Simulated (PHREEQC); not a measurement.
Solution (10 °C): 0.0037 mol CuSO4, 0.058 mol HCl and 0.00031 mol NaCl per kg of water. Closed to the air; pH follows from the charge balance.

The numbers come from PHREEQC with the ion-association model, phreeqc.dat.

```json
{
 "pH": "1.33",
 "ionic_strength": "0.0677 mol/kgw",
 "specific_conductance": "14400 µS/cm",
 "density": "1.001 g/cm³",
 "total_alkalinity": "-58.0 meq/kg"
}
```

```json
[
 {"species": "Cl-", "molality": "0.0582", "activity": "0.0464", "log γ": "-0.098"},
 {"species": "H+", "molality": "0.0557", "activity": "0.0471", "log γ": "-0.073"},
 {"species": "Cu+2", "molality": "0.00343", "activity": "0.00156", "log γ": "-0.343"},
 {"species": "HSO4-", "molality": "0.00228", "activity": "0.00184", "log γ": "-0.093"},
 {"species": "SO4-2", "molality": "0.00127", "activity": "0.000546", "log γ": "-0.367"},
 {"species": "Na+", "molality": "0.000309", "activity": "0.000251", "log γ": "-0.091"},
 {"species": "CuSO4", "molality": "0.000153", "activity": "0.000156", "log γ": "0.007"},
 {"species": "CuCl+", "molality": "0.000112", "activity": "8.98e-5", "log γ": "-0.097"},
 {"species": "CuCl2", "molality": "1.86e-6", "activity": "1.89e-6", "log γ": "0.007"},
 {"species": "NaSO4-", "molality": "7.62e-7", "activity": "6.21e-7", "log γ": "-0.089"}
]
```

This is a speciation only: nothing precipitates in the calculation. Away from 25 °C the constants follow the database's enthalpies or fits; those with neither stay at their 25 °C values.
